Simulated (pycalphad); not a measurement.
Source of the numbers: pycalphad with the COST 507 light-alloy database (1999); pressure 1 atm. These are 1990s assessments: newer ones move some temperatures and phases.

Molar enthalpy of Al-8.15Fe-4.36Si (at.%) in equilibrium (SER reference):

```
T (°C)  H (kJ/mol)                            phases
------  ----------  --------------------------------
1577         52.75                            liquid
1502         50.30                            liquid
1427         47.86                            liquid
1352         45.43                            liquid
1277         43.01                            liquid
1202         40.59                            liquid
1127         38.19                            liquid
1052         35.79                            liquid
977          33.39                            liquid
952          32.60                            liquid
902          29.10                  liquid + AL13FE4
827          24.72                  liquid + AL13FE4
752          21.10                  liquid + AL13FE4
677          17.82   liquid + AL13FE4 + ALFESI_ALPHA
602           6.24  fcc + ALFESI_ALPHA + ALFESI_BETA
577           5.42  fcc + ALFESI_ALPHA + ALFESI_BETA
527           3.83  fcc + ALFESI_ALPHA + ALFESI_BETA
452           1.53  fcc + ALFESI_ALPHA + ALFESI_BETA
377          -0.67  fcc + ALFESI_ALPHA + ALFESI_BETA
302          -2.80  fcc + ALFESI_ALPHA + ALFESI_BETA
227          -4.87                fcc + ALFESI_ALPHA
```

Cooling from 952 °C to 602 °C, across the freezing range, releases 26.4 kJ/mol, or 897 J/g. The slope is 32 J/(mol K) in the liquid and 33 J/(mol K) just below the solidus, where it includes any heat of precipitation. Liquidus 948 °C, solidus 619 °C. Changes were sought between steps of 25 K, so a narrower field can be missed.

Database names, with the compositions (at.%) that they take in these runs: AL13FE4: Al 75 Fe 24 Si 0; ALFESI_ALPHA: Al 71-74 Fe 19 Si 7-10; ALFESI_BETA: Al 70 Fe 15 Si 15.
